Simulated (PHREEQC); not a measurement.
0.026 g of hydrous ferric oxide (600 m²/g; 0.2 weak and 0.005 strong sites per Fe, Dzombak-Morel constants, diffuse double layer) in 1 kg of water with 0.001 mol/kgw of an inert sodium salt and 4.9e-05 mol/kgw NiCl2, 3.6e-06 mol/kgw CuSO4 and 2.4e-06 mol/kgw SrCl2, at 25 °C; the pH is set by adding NaOH or the inert anion's acid. Oxygen is held at 0.21 atm. No CO2 enters from the air. No solid was allowed to form.

Computed with PHREEQC (ion-association model, wateq4f.dat).

```csv
pH,Ni sorbed (%),S sorbed (%),Cu sorbed (%),Sr sorbed (%),surface charge σ (C/m²)
4,0.0,99.9,0.3,0.0,0.105
4.67,0.0,(withheld),3.7,0.0,0.060
5.33,0.1,94.6,27.2,0.0,(withheld)
6,0.5,65.7,72.5,0.0,0.019
6.67,3.1,(withheld),94.8,0.0,0.011
7.33,15.1,3.4,95.5,0.0,0.007
8,36.6,(withheld),79.3,0.0,0.005
8.67,53.1,0.2,27.2,0.0,0.005
9.33,59.3,0.0,(withheld),0.0,0.004
10,60.0,0.0,1.2,0.2,0.001
10.67,59.2,0.0,1.3,3.7,-0.002
11.33,54.6,0.0,2.2,55.6,-0.012
12,42.8,0.0,4.6,98.0,-0.064
```

What belongs in the gaps?


- 4.67, S sorbed (%): 99.4
- 5.33, surface charge σ (C/m²): 0.033
- 6.67, S sorbed (%): 19.0
- 8, S sorbed (%): 0.8
- 9.33, Cu sorbed (%): 3.5

Along this series the solution becomes supersaturated in solids that the run did not let form, among them Ni(OH)2. Species that the database lacks are ignored. The database's constant for dissolved Cu(OH)2 is higher than later reviews accept.
